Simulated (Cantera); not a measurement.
Charge: 1 mol Si2H6, 1.2 mol N2O, 0.37 mol H2, 0.12 mol H2O, at 0.100 bar.

Cantera equilibrium calculation (NASA polynomials, part measured and part estimated; ideal gas, pure solids and liquids). Candidate condensed phases: H2O, Si, SiO2, Si2N2O, Si3N4; 35 gas species. The feed counts by its element totals alone. Mutual solubility and eutectic melting of coexisting phases are not modelled. The tables hold silica as quartz up to 1696 K and as liquid above; real silica turns to tridymite and cristobalite and melts near 1996 K. Equilibrium is a limit: real reactors are often held back by kinetics, nucleation or transport. All values below are at 1648 K.

Base state: H2 0.914, N2 0.0816, SiO 0.00405, H 0.000269, H2O 0.000188 (mole fractions); condensed: SiO2(β-quartz) + Si2N2O(s).

Q: What changes in the equilibrium state with this change: pressure from 0.100 bar to 78.0 Pa?

A: 
```json
[
 {"species": "H2", "before": "0.914", "after": "0.681"},
 {"species": "SiO", "before": "0.00405", "after": "0.170"},
 {"species": "N2", "before": "0.0816", "after": "0.146"},
 {"species": "Si", "before": "1.18e-8", "after": "0.000330"},
 {"species": "SiH", "before": "6.57e-9", "after": "1.40e-5"},
 {"species": "SiO2(β-quartz), mol", "before": "0.208", "after": "0"},
 {"species": "Si2N2O(s), mol", "before": "0.888", "after": "0.450"},
 {"species": "Si(s), mol", "before": "0", "after": "0.228"}
]
```
